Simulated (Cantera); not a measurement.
A Cantera script and what it prints.

```python
import numpy as np
import cantera as ct

gas_names = """
    H HO2 H2 H2O H2O2 O OH O2 O3 Pb PbO Pb2
""".split()
cond_names = """
    H2O(s) H2O(L) Pb(cr) Pb(L) PbO(rd) PbO(yw) PbO(L) PbO2(s) Pb3O4(s)
""".split()


# ... load() reads the species with a 1 bar reference pressure and builds the phases ...
atoms = {
    'PbO': {'Pb': 1, 'O': 1},
    'H2': {'H': 2},
}
top_T = {'Pb3O4(s)': 820}  # K; cautious upper limits of use, not melting points


# ... equilibrate(T, P, feed) seeds the gas with the atoms and calls Mixture.equilibrate('TP', solver="vcs", rtol=1e-11, max_steps=5000) ...
results = []
feed = {'PbO': 1, 'H2': 6.2}  # mol
T = 1050  # K
for P in [10, 100, 1000, 10000, 100000, 1000000]:
    mix = equilibrate(T, P, feed)
    results.append((T, P, feed, dict(zip(mix.species_names, mix.species_moles))))
    x = sorted(zip(gas.X, gas.species_names), reverse=True)
    print(f"T = {T:g} K  P = {P:g} Pa  gas = {mix.phase_moles(0):.4g} mol")
    print("   x: " + "  ".join(f"{s} {v:.3e}" for v, s in x if v > 1e-05))
    print("   condensed (mol): " + ("  ".join(f"{mix.phase(i).name} {mix.phase_moles(i):.4g}"
          for i in range(1, mix.n_phases) if mix.phase_moles(i) > 1e-12) or "none"))
```

Output:

```
T = 1050 K  P = 10 Pa  gas = 7.2 mol
   x: H2 7.222e-01  H2O 1.389e-01  Pb 1.389e-01
   condensed (mol): none
T = 1050 K  P = 100 Pa  gas = 6.503 mol
   x: H2 7.997e-01  H2O 1.538e-01  Pb 4.653e-02
   condensed (mol): Pb(L) 0.6975
T = 1050 K  P = 1000 Pa  gas = 6.229 mol
   x: H2 8.348e-01  H2O 1.605e-01  Pb 4.653e-03
   condensed (mol): Pb(L) 0.971
T = 1050 K  P = 10000 Pa  gas = 6.203 mol
   x: H2 8.383e-01  H2O 1.612e-01  Pb 4.653e-04
   condensed (mol): Pb(L) 0.9971
T = 1050 K  P = 100000 Pa  gas = 6.2 mol
   x: H2 8.387e-01  H2O 1.613e-01  Pb 4.653e-05
   condensed (mol): Pb(L) 0.9997
T = 1050 K  P = 1e+06 Pa  gas = 6.2 mol
   x: H2 8.387e-01  H2O 1.613e-01
   condensed (mol): Pb(L) 1
```

Method: chemical equilibrium by Gibbs-energy minimisation in Cantera with the NASA 1993 tables (ideal gas, pure condensed phases).
